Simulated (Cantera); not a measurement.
A perfectly stirred reactor is fed with CH4 : N2 = 1 : 2.7 (molar parts), at 1400 Pa; it is held at 1250 K, and followed from long to short residence time.

Detailed kinetics in Cantera: GRI-Mech 3.0 (53 species, 325 reactions). GRI-Mech 3.0 stops at C3 and has no aromatics, soot or wall deposition, so with more carbon than oxygen in the feed, carbon stays in small species such as C2H2 where larger ones or solid carbon would form. Radical loss at walls, strong at low pressure, is not modelled.

**Question.** What does this change do: temperature 1250 to 1875 K?

**Answer.** 
| quantity | before | after |
|---|---|---|
| x(CH4) at τ = 6.30 s | 0.270 | 0.00421 |
| x(C2H6) at τ = 6.30 s | 1.54e-5 | 2.25e-7 |
| x(C2H4) at τ = 6.30 s | 2.23e-5 | 2.39e-5 |
| x(C2H) at τ = 6.30 s | <1e-12 | 7.01e-6 |
| x(H2) at τ = 6.30 s | 7.27e-5 | 0.313 |
| x(CH4) at τ = 16.0 ms | 0.270 | 0.161 |
| x(C2H6) at τ = 16.0 ms | 2.00e-11 | 4.88e-5 |
| x(C2H4) at τ = 16.0 ms | 6.18e-12 | 0.00715 |
| x(C2H) at τ = 16.0 ms | <1e-12 | 9.28e-7 |
| x(H2) at τ = 16.0 ms | 6.14e-8 | 0.119 |
